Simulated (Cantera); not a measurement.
Source: NASA polynomial tables (part measured, part estimated), evaluated in Cantera. Values are per mole of reaction as written; species without (g) are pure solids or liquids, kept so even where they would boil at 1 bar. TiC: taken at fixed stoichiometry.

Task: Between 398 and 848 K, where is each reaction favourable under standard conditions?
- CCl₄(g) + TiCl₃ = 7 Cl(g) + TiC

Result: 
- CCl₄(g) + TiCl₃ = 7 Cl(g) + TiC: ΔG° is 1192 kJ at 398 K and 861 kJ at 848 K; it stays positive (K < 1). ΔH° is 1485 kJ and ΔS° 736 J/K at 848 K.
